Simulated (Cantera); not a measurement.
A perfectly stirred reactor is fed with CH4 : N2 = 1 : 27 (molar parts), at 0.000898 atm; it is held at 1775 K, and followed from long to short residence time.

Model: GRI-Mech 3.0 (53 species, 325 reactions), integrated in Cantera. GRI-Mech 3.0 stops at C3 and has no aromatics, soot or wall deposition, so with more carbon than oxygen in the feed, carbon stays in small species such as C2H2 where larger ones or solid carbon would form. Radical loss at walls, strong at low pressure, is not modelled.

```
quantity                  before     after
----------------------  --------  --------
x(CH4) at τ = 2.20 s      0.0190   0.00287
x(C2H4) at τ = 2.20 s   0.000565   2.93e-5
x(C2H) at τ = 2.20 s     1.49e-7   4.71e-7
x(C2H2) at τ = 2.20 s    0.00707    0.0157
x(H2) at τ = 2.20 s       0.0228    0.0472
x(CH4) at τ = 23.0 ms     0.0357    0.0301
x(C2H4) at τ = 23.0 ms   2.35e-7  0.000827
x(C2H) at τ = 23.0 ms     <1e-12   2.93e-8
x(C2H2) at τ = 23.0 ms   1.66e-8   0.00148
x(H2) at τ = 23.0 ms     2.52e-5   0.00652
```

Question: What was changed between the two runs?
(A) CH4 1 to 0.33 parts
(B) pressure from 0.000898 atm to 0.0132 atm
(C) pressure from 0.000898 atm to 0.987 atm
(D) pressure from 0.000898 atm to 0.0263 atm

Answer: D, pressure from 0.000898 atm to 0.0263 atm
